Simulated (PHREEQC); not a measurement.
A made-up water analysis in mmol/kgw, 90 °C, pH 6.72, pe 9.6:

```csv
constituent,mmol/kgw
Na,1.28
K,0.758
Ca,0.797
Mg,0.00718
Cl,0.0317
S(6),0.617
Alkalinity (meq/kgw),2.39
B,0.0278
```

Valence states are taken as typed.

Equilibrium calculation in PHREEQC: ion-association model, wateq4f.dat.

No solid was allowed to form.

**Question.** What ionic strength does the model give?

**Answer.** ionic strength 0.00473 mol/kgw.

**Question.** In which forms is Mg present?

**Answer.** Mg+2 77 %, MgSO4 20 %, MgHCO3+ 2.8 % of the Mg.

Species that the database lacks are ignored. Away from 25 °C the constants follow the database's enthalpies or fits; those with neither stay at their 25 °C values.
